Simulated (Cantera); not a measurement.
Charge: 1 mol CH3SiCl3, 0.047 mol C2H2, 2.9 mol H2, 0.89 mol C3H8, held at 2175 K and 10.0 mbar.

These are equilibrium values from Cantera (NASA tables, ideal gas, pure condensed phases), not measurements of a reactor. Candidate condensed phases: C, C6H6, C7H8, C8H18, Si, SiC; 109 gas species. The feed counts by its element totals alone. The tables' values for SiCl, SiCl3 are old estimates; treat these amounts as uncertain. Gases not in the tables: Si2H6 and higher silanes. The numbers say what is thermodynamically allowed, not how fast it happens.

Base state: H2 0.668, HCl 0.255, H 0.0399, SiCl2 0.0192, Cl 0.0111, Si 0.00287, C2H2 (acetylene) 0.00149, SiCl 0.00122 (mole fractions); condensed: C(graphite) + SiC(s).

What changes in the equilibrium state with this change: pressure from 10.0 mbar to 2.40 mbar?


```tsv
species	before	after
H2	0.668	0.628
HCl	0.255	0.236
H	0.0399	0.0790
Si	0.00287	0.0119
Cl	0.0111	0.0216
SiCl2	0.0192	0.0174
Si2	4.34e-6	1.81e-5
SiC2	0.000250	0.00104
Si2C	0.000154	0.000643
SiCl3	7.83e-5	3.32e-5
SiH	0.000109	0.000216
C(graphite), mol	2.96	3.06
SiC(s), mol	0.764	0.650
```
